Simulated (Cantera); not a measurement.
Input: 1 mol Si2Cl6, 0.45 mol Cl2, 42 mol H2, equilibrated at 9300 Pa.

Method: chemical equilibrium by Gibbs-energy minimisation in Cantera with the NASA 1993 tables (ideal gas, pure condensed phases). Candidate condensed phases: Si; 19 gas species. The feed counts by its element totals alone. The tables' values for SiCl3 are old estimates; treat these amounts as uncertain. Kinetics and transport are ignored.

x: gas mole fraction; n: condensed amount in mol.

| T (K) | x H2 | x HCl | x SiCl2 | x SiCl4 | x SiHCl3 | n Si(s) |
|---|---|---|---|---|---|---|
| 1075 | 0.937 | 0.0265 | 0.00146 | 0.0230 | 0.0101 | 0.395 |
| 1125 | 0.929 | 0.0361 | 0.00298 | 0.0200 | 0.00893 | 0.474 |
| 1175 | 0.920 | ? | ? | ? | ? | ? |
| 1225 | 0.910 | ? | ? | ? | ? | 0.604 |
| 1275 | 0.901 | 0.0685 | 0.0135 | 0.00815 | 0.00433 | 0.638 |
| 1325 | 0.893 | 0.0767 | 0.0181 | 0.00484 | 0.00288 | 0.649 |
| 1375 | 0.888 | 0.0823 | 0.0220 | 0.00258 | 0.00178 | 0.644 |
| 1425 | 0.884 | 0.0854 | 0.0249 | 0.00129 | 0.00105 | 0.631 |
| 1475 | 0.882 | 0.0870 | 0.0270 | 0.000630 | 0.000605 | 0.615 |
| 1525 | 0.881 | 0.0875 | 0.0285 | 0.000309 | 0.000352 | 0.597 |
| 1575 | 0.881 | 0.0876 | 0.0295 | 0.000155 | 0.000208 | 0.580 |

Question: What belongs in the gaps?

Answer: 
- 1225, x HCl: 0.0582
- 1225, x SiCl2: 0.00907
- 1225, x SiCl4: 0.0122
- 1225, x SiHCl3: 0.00595
- 1175, x HCl: 0.0470
- 1175, x SiCl2: 0.00548
- 1175, x SiCl4: 0.0163
- 1175, x SiHCl3: 0.00753
- 1175, n Si(s): 0.547
